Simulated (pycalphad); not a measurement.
Phase fractions of Al-10.74Fe-6.82Si (at.%)

All values are pycalphad results on the COST 507 light-alloy database (1999) (1 atm), not direct measurements. These are 1990s assessments: newer ones move some temperatures and phases. Phase fractions are per mole of atoms.

```csv
T (K),liquid,AL13FE4,ALFESI_ALPHA,fcc,ALFESI_BETA
1325,1.000,-,-,-,-
1250,0.976,0.024,-,-,-
1175,0.806,0.194,-,-,-
1100,0.708,0.292,-,-,-
1025,0.646,0.354,-,-,-
950,0.475,-,0.525,-,-
875,-,-,0.388,0.388,0.224
800,-,-,0.387,0.387,0.226
725,-,-,0.390,0.388,0.222
650,-,-,0.400,0.391,0.209
575,-,-,0.417,0.395,0.187
500,-,-,0.446,0.403,0.151
```

Database names, with the compositions (at.%) that they take in these runs: AL13FE4: Al 74 Fe 24 Si 1; ALFESI_ALPHA: Al 71-73 Fe 19 Si 8-10; ALFESI_BETA: Al 70 Fe 15 Si 15.
